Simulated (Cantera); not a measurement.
What does this Cantera script print?

```python
import numpy as np
import cantera as ct

gas = ct.Solution("gri30.yaml")
gas.TPX = 2123, 2900000, {'CH4': 1, 'CO2': 0.58}
reactor = ct.IdealGasConstPressureReactor(gas, energy="off", clone=False)
net = ct.ReactorNet([reactor])
net.rtol, net.atol = 1e-08, 1e-18
show = ['CH4', 'CO2', 'C2H4', 'H2O', 'C2H2']
times = np.geomspace(0.0006, 200, 14)

steps = ct.SolutionArray(gas, extra=["t"])
rows = []
print(f"{'t/s':>10s}{'T/K':>9s}{'P/Pa':>11s}" + "".join(f"{s:>11s}" for s in show))
for t in times:
    while net.time < t:
        t_next = net.step()
        steps.append(gas.state, t=t_next)
    rows.append([np.interp(t, steps.t, y) for y in (steps.T, steps.P, *steps(*show).X.T)])
    print(f"{t:10.3e}{rows[-1][0]:9.1f}{rows[-1][1]:11.4g}" + "".join(f"{x:11.3e}" for x in rows[-1][2:]))
rate = np.gradient(steps.T, steps.t)
print("integrator steps:", len(steps.t))
if steps.T.max() > steps.T[0] + 200:
    print(f"time of steepest temperature rise: {steps.t[rate.argmax()]:.4e} s")
gas.TPX = 2123, 2900000, {'CH4': 1, 'CO2': 0.58}
gas.equilibrate("TP")
print(f"equilibrium (TP): T = {gas.T:.1f} K  " + "  ".join(f"{s} {gas[s].X[0]:.3e}" for s in show))
```

Result:

```
       t/s      T/K       P/Pa        CH4        CO2       C2H4        H2O       C2H2
 6.000e-04   2123.0    2.9e+06  2.826e-02  1.303e-02  5.135e-03  9.650e-02  1.111e-01
 1.596e-03   2123.0    2.9e+06  2.473e-02  6.197e-03  4.123e-03  4.513e-02  8.066e-02
 4.244e-03   2123.0    2.9e+06  2.190e-02  1.592e-03  3.317e-03  1.151e-02  6.104e-02
 1.129e-02   2123.0    2.9e+06  2.087e-02  9.289e-05  3.035e-03  6.704e-04  5.478e-02
 3.003e-02   2123.0    2.9e+06  2.081e-02  7.623e-06  3.018e-03  5.544e-05  5.442e-02
 7.986e-02   2123.0    2.9e+06  2.081e-02  7.574e-06  3.018e-03  5.509e-05  5.442e-02
 2.124e-01   2123.0    2.9e+06  2.081e-02  7.574e-06  3.018e-03  5.509e-05  5.442e-02
 5.649e-01   2123.0    2.9e+06  2.081e-02  7.574e-06  3.018e-03  5.509e-05  5.442e-02
 1.503e+00   2123.0    2.9e+06  2.081e-02  7.574e-06  3.018e-03  5.509e-05  5.442e-02
 3.997e+00   2123.0    2.9e+06  2.081e-02  7.574e-06  3.018e-03  5.509e-05  5.442e-02
 1.063e+01   2123.0    2.9e+06  2.081e-02  7.574e-06  3.018e-03  5.509e-05  5.442e-02
 2.827e+01   2123.0    2.9e+06  2.081e-02  7.574e-06  3.018e-03  5.509e-05  5.442e-02
 7.520e+01   2123.0    2.9e+06  2.081e-02  7.574e-06  3.018e-03  5.509e-05  5.442e-02
 2.000e+02   2123.0    2.9e+06  2.081e-02  7.574e-06  3.018e-03  5.509e-05  5.442e-02
integrator steps: 1751
equilibrium (TP): T = 2123.0 K  CH4 2.081e-02  CO2 7.688e-06  C2H4 3.018e-03  H2O 5.592e-05  C2H2 5.442e-02
```

Cantera simulation using GRI-Mech 3.0 (53 species, 325 reactions); the numbers are that mechanism's predictions, not measurements. GRI-Mech 3.0 stops at C3 and has no aromatics, soot or wall deposition, so with more carbon than oxygen in the feed, carbon stays in small species such as C2H2 where larger ones or solid carbon would form. The pressure lies above the range GRI-Mech 3.0 was tuned for (to about 10 atm).
